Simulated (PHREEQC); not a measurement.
A solution holds 0.031 mol HNO3, 0.00038 mol KNO3 and 6.8e-05 mol CO2 per kg of water, at 75 °C. Closed to the air; pH follows from the charge balance.

The numbers come from PHREEQC with the ion-association model, phreeqc.dat.

The pH is 1.57 and the ionic strength is 0.0314 mol/kgw. The specific conductance comes out as 27200 µS/cm and the total alkalinity is -31.0 meq/kg.

```csv
species,molality,activity,log γ
NO3-,0.0314,0.0258,-0.085
H+,0.0310,0.0267,-0.065
K+,0.000380,0.000314,-0.082
CO2,6.80e-5,6.85e-5,0.003
HCO3-,1.45e-9,1.22e-9,-0.076
```

No solid was allowed to form. Away from 25 °C the constants follow the database's enthalpies or fits; those with neither stay at their 25 °C values.
